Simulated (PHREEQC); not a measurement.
Consider water at 34 °C with 0.036 mol/kgw KOH, 0.0019 mol/kgw Na2SO4 and 0.026 mol/kgw LiCl. Closed to the air; pH follows from the charge balance.

Equilibrium calculation in PHREEQC: Pitzer model, pitzer.dat.

This is a speciation only: nothing precipitates in the calculation.

**Question.** What pH, density, specific conductance does the model give?

**Answer.** pH 12.16; density 0.997 g/cm³; specific conductance 13700 µS/cm.
